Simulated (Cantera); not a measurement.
Premixed flame

A freely propagating, adiabatic, planar premixed flame of C₃H₈ : O₂ : N₂ = 1 : 3.33 : 12.5 (molar parts), equivalence ratio 1.5, unburnt at 325 K and 0.340 bar; multicomponent transport, grid criteria slope 0.08 and curve 0.16, no radiation.

Computed with Cantera and GRI-Mech 3.0 (53 species, 325 reactions). GRI-Mech 3.0 was tuned for natural gas; its chemistry of propane as a main component is partial and can be far from experiment. Burning velocities carry a grid error of a few per cent, more on coarse grids.

```
z (mm)  T (K)  u (m/s)    x C₃H₈      x O₂    x CH₂O     x CO₂      x CO     x H₂
------  -----  -------  --------  --------  --------  --------  --------  -------
-3.96     325    0.340    0.0593     0.197   5.74e-8   1.25e-7   5.01e-6  0.00267
-2.64     328    0.345    0.0590     0.196   2.25e-6   4.88e-6  0.000113  0.00854
-1.98     339    0.359    0.0586     0.194   1.54e-5   3.36e-5  0.000576   0.0157
-1.32     425    0.459    0.0571     0.183  0.000182  0.000433   0.00456   0.0297
-0.661    875    0.990    0.0411     0.135   0.00116   0.00487    0.0312   0.0498
-0.330   1265     1.49    0.0155    0.0878   0.00152    0.0114    0.0615   0.0592
0        1626     1.98  0.000511    0.0399  0.000601    0.0209    0.0948   0.0641
0.330    1815     2.22   5.51e-7    0.0137  0.000132    0.0298     0.109   0.0636
0.661    1885     2.31     <1e-8   0.00427   3.89e-5    0.0363     0.111   0.0635
1.32     1921     2.35     <1e-8  0.000487   5.60e-6    0.0431     0.108   0.0657
2.64     1934     2.36     <1e-8   6.95e-5   4.70e-7    0.0470     0.106   0.0680
5.28     1942     2.37     <1e-8   4.86e-5   1.43e-8    0.0478     0.105   0.0688
10.6     1950     2.37     <1e-8   3.30e-5     <1e-8    0.0477     0.106   0.0691
```
x: mole fraction of selected species; z is measured from the peak of heat release.

- laminar burning velocity = 33.9 cm/s
- thermal thickness = 1.32 mm
- peak x(CH₂O) = 0.00154
- peak x(CO) = 0.111
- peak x(H₂) = 0.0696
- grid points = 147
